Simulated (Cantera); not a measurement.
Feed: 1 mol CH3F, 7.5 mol H2, at 0.100 bar.

These are equilibrium values from Cantera (NASA tables, ideal gas, pure condensed phases), not measurements of a reactor. Candidate condensed phases: C, C6H6, C7H8, C8H18; 95 gas species. Kinetics and transport are ignored.

Problem. What share of the C ends up in condensed phases as a function of T (K), at 1575, 1675, 1775, 1875, 1975, 2075, 2175, 2275, 2375, 2475, 2575?

Solution. 
| T (K) | C condensed (%) | as |
|---|---|---|
| 1575 | 99.8 | C(graphite) |
| 1675 | 99.8 | C(graphite) |
| 1775 | 99.7 | C(graphite) |
| 1875 | 99.4 | C(graphite) |
| 1975 | 98.9 | C(graphite) |
| 2075 | 97.9 | C(graphite) |
| 2175 | 96.2 | C(graphite) |
| 2275 | 93.6 | C(graphite) |
| 2375 | 89.6 | C(graphite) |
| 2475 | 84.0 | C(graphite) |
| 2575 | 76.1 | C(graphite) |
